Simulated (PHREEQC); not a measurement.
Consider water at 25 °C with 0.0074 mol/kgw KOH, 0.11 mol/kgw NaAlO2 and 0.00014 mol/kgw K2CO3. Closed to the air; pH follows from the charge balance.

All values are PHREEQC results (ion-association model, wateq4f.dat), not measurements.

**Question.** The ionic strength comes out as 0.118 mol/kgw. What activity coefficients do Na+, CO3-2, HCO3-, OH-, Al(OH)4- get?

**Answer.** Na+ 0.77, CO3-2 0.37, HCO3- 0.78, OH- 0.75, Al(OH)4- 0.77.

Precipitation was switched off in this run. Examples of supersaturated solids here: Boehmite (slow to form), Gibbsite (slow to form). Others may be too. Complexes and solids missing from the database can't appear.
